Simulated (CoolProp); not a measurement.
The fluid at 298.15 K and 0.365 MPa flows at 0.38 m/s in a round tube of 100 mm bore and 1.5 µm roughness, fully developed (64/Re and Nu = 3.66 if laminar; Colebrook and Gnielinski if turbulent). The same conditions are run with several fluids, on thermodynamics alone (safety and materials aside).

Values from CoolProp's reference Helmholtz-energy equation of state of each fluid (toluene: Lemmon 2006; p-xylene: Zhou 2012; n-octane: Beckmüller 2019; n-hexane: Thol 2019; R11: Jacobsen 1992).

```csv
fluid,Reynolds number,Darcy friction factor,pressure drop (Pa/m),heat-transfer coefficient (W/(m² K)),mass flow (kg/h)
toluene,59200,0.0202,12.6,504,9270
p-xylene,53600,0.0206,12.8,474,9210
n-octane,51800,0.0208,10.5,473,7510
n-hexane,83300,0.0188,8.88,561,7040
R11,129000,0.0172,18.3,528,15900
```

Transport values come from each fluid's own correlations; those of R11 are estimates that may be off by 10 % or more.
